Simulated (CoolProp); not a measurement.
A Linde-Hampson liquefier for normal hydrogen: isothermal reversible compression at 200 K from 1 atm to 20 MPa, throttling to 1 atm, return gas leaving the recuperator 0 K below the feed. Each further row changes one setting.

The numbers come from the reference Helmholtz-energy equation of state, Leachman 2009 in CoolProp.

```tsv
case	compression work (kJ/kg of gas)
as stated	4480
high pressure 40 MPa	5200
warm-end temperature 230 K	5150
warm-end gap 5 K	4480
```
